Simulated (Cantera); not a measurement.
## Premixed flame

A freely propagating, adiabatic, planar premixed flame of H2 : O2 : N2 : H2O = 1 : 0.556 : 2.09 : 0.24 (molar parts), equivalence ratio 0.90, unburnt at 400 K and 5.00 bar; mixture-averaged transport, grid criteria slope 0.08 and curve 0.16, no radiation.

Cantera simulation using the H2/O2 subset of GRI-Mech 3.0, which has no nitrogen chemistry; the numbers are that mechanism's predictions, not measurements. The hydrogen kinetics of GRI-Mech 3.0 are dated; newer H2 mechanisms differ, most at raised pressure. Burning velocities carry a grid error of a few per cent, more on coarse grids.

```tsv
z (mm)	T (K)	u (m/s)	x H2	x O2	x H2O	x O	x H	x H2O2
-0.173	400	1.73	0.257	0.143	0.0618	<1e-8	<1e-8	<1e-8
-0.115	401	1.73	0.254	0.144	0.0621	<1e-8	<1e-8	9.16e-8
-0.0865	402	1.73	0.251	0.144	0.0625	1.10e-8	<1e-8	4.07e-7
-0.0577	413	1.75	0.238	0.147	0.0642	8.10e-8	<1e-8	4.16e-6
-0.0288	569	2.29	0.187	0.149	0.0847	6.04e-6	4.37e-6	0.000109
-0.0144	931	3.64	0.137	0.132	0.135	0.000193	0.000756	0.000188
0	1353	5.21	0.0852	0.0969	0.208	0.00148	0.00493	4.63e-5
0.0144	1634	6.27	0.0474	0.0631	0.267	0.00307	0.00878	6.16e-6
0.0288	1796	6.87	0.0289	0.0443	0.298	0.00365	0.00899	3.80e-6
0.0577	1955	7.45	0.0174	0.0322	0.320	0.00309	0.00595	2.33e-6
0.115	2080	7.89	0.0108	0.0270	0.334	0.00176	0.00263	1.44e-6
0.231	2157	8.14	0.00589	0.0243	0.344	0.000847	0.000934	9.12e-7
0.461	2197	8.28	0.00284	0.0230	0.350	0.000399	0.000303	5.90e-7
```
x: mole fraction of selected species; z is measured from the peak of heat release.

```yaml
laminar_burning_velocity: 173 cm/s
thermal_thickness: 0.0577 mm
peak x(O): 0.00365
peak x(H): 0.00927
peak x(H2O2): 0.000193
grid_points: 107
```
